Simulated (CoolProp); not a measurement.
Vapour-liquid equilibrium of n-pentane (1) + toluene (2) at 125.35 °C; x and y are mole fractions of (1).

The numbers come from the multi-fluid Helmholtz-energy mixture model, Thol 2019 and Lemmon 2006; pair parameters Bell 2016 in CoolProp.

```json
[
 {"x": "0.05", "bubble pressure, mixture model (MPa)": "0.2066", "bubble pressure, Raoult's law (MPa)": "0.1942", "y, mixture model": "0.289", "y, Raoult's law": "0.260"},
 {"x": "0.15", "bubble pressure, mixture model (MPa)": "0.3082", "bubble pressure, Raoult's law (MPa)": "0.2800", "y, mixture model": "0.555", "y, Raoult's law": "0.541"},
 {"x": "0.25", "bubble pressure, mixture model (MPa)": "0.4000", "bubble pressure, Raoult's law (MPa)": "0.3658", "y, mixture model": "0.682", "y, Raoult's law": "0.690"},
 {"x": "0.35", "bubble pressure, mixture model (MPa)": "0.4845", "bubble pressure, Raoult's law (MPa)": "0.4516", "y, mixture model": "0.760", "y, Raoult's law": "0.782"},
 {"x": "0.45", "bubble pressure, mixture model (MPa)": "0.5641", "bubble pressure, Raoult's law (MPa)": "0.5374", "y, mixture model": "0.814", "y, Raoult's law": "0.845"},
 {"x": "0.55", "bubble pressure, mixture model (MPa)": "0.6410", "bubble pressure, Raoult's law (MPa)": "0.6232", "y, mixture model": "0.857", "y, Raoult's law": "0.891"},
 {"x": "0.65", "bubble pressure, mixture model (MPa)": "0.7173", "bubble pressure, Raoult's law (MPa)": "0.7090", "y, mixture model": "0.892", "y, Raoult's law": "0.925"},
 {"x": "0.75", "bubble pressure, mixture model (MPa)": "0.7950", "bubble pressure, Raoult's law (MPa)": "0.7948", "y, mixture model": "0.924", "y, Raoult's law": "0.952"},
 {"x": "0.85", "bubble pressure, mixture model (MPa)": "0.8762", "bubble pressure, Raoult's law (MPa)": "0.8806", "y, mixture model": "0.955", "y, Raoult's law": "0.974"},
 {"x": "0.95", "bubble pressure, mixture model (MPa)": "0.9630", "bubble pressure, Raoult's law (MPa)": "0.9664", "y, mixture model": "0.985", "y, Raoult's law": "0.992"}
]
```

The largest gap from Raoult's law is +10.1 % in bubble pressure, at x = 0.15. No azeotrope shows between x = 0.05 and 0.95.

The pair parameters rest on a limited set of measurements; away from them the model extrapolates. The gap from Raoult's law changes sign with composition, which may be real or a fault of the pair parameters; it wasn't checked against measurements.
